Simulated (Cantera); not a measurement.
Input (Python, Cantera) and output of one run.

```python
import numpy as np
import cantera as ct

gas_names = """
    CO2 N2 N2O TaO2 CO
""".split()
cond_names = """
    Ta2O5(s) Ta2O5(L) TaC(s) TaC(L) C(gr) Ta(cr) Ta(L)
""".split()


def load(file, names, dense=False):
    # The tables refer to 1 bar. Condensed volumes are neglected.
    table = {s.name: s for s in ct.Species.list_from_file(file)}
    out = []
    for n in names:
        d = dict(table[n].input_data)
        d["thermo"] = dict(d["thermo"], **{"reference-pressure": 1e5})
        if dense:
            d["equation-of-state"] = {"model": "constant-volume", "density": "1e6 g/cm^3"}
        out.append(ct.Species.from_dict(d))
    return out


species = {s.name: s for s in load("nasa_gas.yaml", gas_names) + load("nasa_condensed.yaml", cond_names)}
# Each term lists the table entries of one substance; the one whose range holds T is used.
reactions = {
    '2 CO2(g) + 9 N2(g) + Ta2O5 = 9 N2O(g) + 2 TaC':
        [(-2, ['CO2']), (-9, ['N2']), (-1, ['Ta2O5(s)', 'Ta2O5(L)']), (9, ['N2O']), (2, ['TaC(s)', 'TaC(L)'])],
    'TaO2(g) + 2 C = 2 CO(g) + Ta':
        [(-1, ['TaO2']), (-2, ['C(gr)']), (2, ['CO']), (1, ['Ta(cr)', 'Ta(L)'])],
}


def pick(names, T):
    return next(species[n] for n in names if species[n].thermo.min_temp <= T <= species[n].thermo.max_temp)


results = []
for label, terms in reactions.items():
    print(label)
    print("     T/K   dH/kJ  dS/(J/K)   dG/kJ   log10 K")
    for T in [300, 448, 498, 548, 598, 648, 698]:
        used = [(nu, pick(names, T)) for nu, names in terms]
        dH = sum(nu * s.thermo.h(T) for nu, s in used) / 1e6
        dS = sum(nu * s.thermo.s(T) for nu, s in used) / 1e3
        dG = dH - T * dS / 1e3
        logK = -dG * 1e6 / (ct.gas_constant * T * np.log(10))
        results.append((label, T, dH, dS, dG, logK, [s.name for _, s in used]))
        print(f"{T:8g} {dH:8.1f} {dS:8.1f} {dG:8.1f} {logK:8.2f}")
```

It prints:

```
2 CO2(g) + 9 N2(g) + Ta2O5 = 9 N2O(g) + 2 TaC
     T/K   dH/kJ  dS/(J/K)   dG/kJ   log10 K
     300   3279.1   -230.7   3348.3  -582.99
     448   3274.4   -244.0   3383.7  -394.51
     498   3273.7   -245.5   3395.9  -356.19
     548   3273.3   -246.3   3408.2  -324.86
     598   3273.1   -246.5   3420.5  -298.77
     648   3273.2   -246.4   3432.9  -276.71
     698   3273.4   -246.2   3445.2  -257.81
TaO2(g) + 2 C = 2 CO(g) + Ta
     T/K   dH/kJ  dS/(J/K)   dG/kJ   log10 K
     300    -20.2    145.2    -63.7    11.10
     448    -17.9    151.6    -85.8    10.00
     498    -17.5    152.5    -93.4     9.80
     548    -17.2    153.0   -101.0     9.63
     598    -17.1    153.2   -108.7     9.49
     648    -17.0    153.3   -116.4     9.38
     698    -17.1    153.2   -124.0     9.28
```

Source: NASA polynomial tables (part measured, part estimated), evaluated in Cantera. TaC: taken at fixed stoichiometry. Condensed species are held in their standard states even where they would react or evaporate.
